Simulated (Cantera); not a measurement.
A perfectly stirred reactor is fed with 0.113 % CO, 5.74 % O2, 0.0264 % H2O, 94.1 % N2, equivalence ratio 0.0098, at 6.40 bar; it is held at 1098 K, and followed from long to short residence time.

Detailed kinetics in Cantera: GRI-Mech 3.0 (53 species, 325 reactions).

One state of this run: x CO = 0.00110; x O2 = 0.0574; x H2O = 0.000263; x CO2 = 3.23e-5; x N2O = 4.46e-8; x H2O2 = 5.37e-9. x: mole fraction; the columns are a selection and need not sum to one.

Task: Which value of τ (s) does it belong to?
A) 0.012
B) 0.25
C) 0.090
D) 0.032

Result: C, 0.090
